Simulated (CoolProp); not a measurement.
A single-stage vapour-compression cycle with toluene: evaporating at 324.15 K (dew point), condensing at 369.15 K (bubble point), superheat 10 K, subcooling 8 K, compressor efficiency 0.85, no pressure losses. Each further row changes one setting.

Values from CoolProp's reference Helmholtz-energy equation of state, Lemmon 2006. It is a short technical equation, of lower accuracy than the large ones.

```
case                              cooling COP  pressure ratio  discharge temperature (K)  refrigerating effect (kJ/kg)  volumetric capacity (kJ/m³)
--------------------------------  -----------  --------------  -------------------------  ----------------------------  ---------------------------
as stated                                5.65            5.12                      380.4                           342                          146
evaporating temperature 329.15 K         6.56            4.16                      379.6                           348                          181
condensing temperature 364.15 K          6.46            4.37                      375.9                           351                          151
subcooling 13 K                          5.81            5.12                      380.4                           351                          151
superheat 20 K                           5.70            5.12                      390.3                           354                          147
compressor efficiency 0.75               4.99            5.12                      385.8                           342                          146
```
